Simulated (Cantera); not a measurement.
Input (Python, Cantera):

```python
import numpy as np
import cantera as ct

surf = ct.Interface("ptcombust.yaml", "Pt_surf")
gas = surf.adjacent["gas"]
gas.TPX = 525, 100000, {'H2': 0.0021, 'O2': 0.012, 'N2': 0.79}
surf.TP = 525, 100000
reactor = ct.FlowReactor(gas, clone=False)
reactor.area = 0.0001  # m2
reactor.surface_area_to_volume_ratio = 2700  # 1/m
reactor.mass_flow_rate = 0.9 * reactor.area * gas.density  # inlet velocity 0.9 m/s
reactor.energy_enabled = False
wall = ct.ReactorSurface(surf, reactor, clone=False)
net = ct.ReactorNet([reactor])
net.rtol, net.atol = 1e-8, 1e-16
show, cover = ['H2', 'O2', 'H2O'], ['PT(S)', 'H(S)', 'O(S)', 'OH(S)', 'CO(S)', 'C(S)']

rows = []
print(f"{'z/m':>9s}{'u/(m/s)':>9s}" + "".join(f"{s:>13s}" for s in show + cover))
for z in [0.00026, 0.00055, 0.0012, 0.0026, 0.0055, 0.012, 0.026]:
    net.advance(z)
    rows.append([reactor.speed, *gas[show].X, *surf[cover].coverages])
    print(f"{z:9.4g}{rows[-1][0]:9.3g}" + "".join(f"{x:13.4e}" for x in rows[-1][1:]))
```

Output:

```
      z/m  u/(m/s)           H2           O2          H2O        PT(S)         H(S)         O(S)        OH(S)        CO(S)         C(S)
  0.00026    0.899   3.6985e-04   1.3818e-02   2.2447e-03   4.0464e-02   1.1576e-09   9.5054e-01   8.9824e-03   2.1794e-24   4.9490e-29
  0.00055    0.899   1.8697e-04   1.3728e-02   2.4278e-03   2.0592e-02   3.0681e-10   9.7276e-01   6.6389e-03   3.3795e-23   2.1669e-27
   0.0012    0.899   8.8448e-05   1.3679e-02   2.5265e-03   9.7793e-03   7.3379e-11   9.8555e-01   4.6632e-03   4.7129e-26   8.6130e-31
   0.0026    0.899   4.1352e-05   1.3656e-02   2.5736e-03   4.5882e-03   1.7692e-11   9.9219e-01   3.2238e-03  -6.5982e-26   4.8577e-30
   0.0055    0.899   1.9603e-05   1.3645e-02   2.5954e-03   2.1949e-03   4.5511e-12   9.9556e-01   2.2396e-03   1.1545e-25   7.5267e-30
    0.012    0.899   8.8871e-06   1.3640e-02   2.6061e-03   1.0353e-03   1.1638e-12   9.9742e-01   1.5417e-03  -6.3788e-28   4.7720e-32
    0.026    0.899   3.8703e-06   1.3637e-02   2.6112e-03   5.2908e-04   3.3931e-13   9.9837e-01   1.1033e-03  -1.2999e-26   6.6704e-33
```

Detailed kinetics in Cantera: Deutschmann's 1995 Pt surface mechanism with GRI-Mech 3.0 gas chemistry. Catalytic surfaces can have several steady states; this one follows from the mechanism file's or the stated starting coverage. Mass transfer to the wall is taken as infinitely fast.
